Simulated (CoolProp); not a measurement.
Model: reference Helmholtz-energy equation of state, Lemmon 2013, in CoolProp.

### Question
For propylene, give the phase and the cv (kJ/(kg K)), Joule-Thomson coefficient (K/MPa), conductivity (mW/(m K)) at 99.2 K and 13 MPa.

### Answer
- 99.2 K and 13 MPa: liquid; cv 1.52, Joule-Thomson coefficient -0.524, conductivity 187

Thermal conductivity comes from a separate model (Huber 2003), an estimate that may be off by 10 % or more.
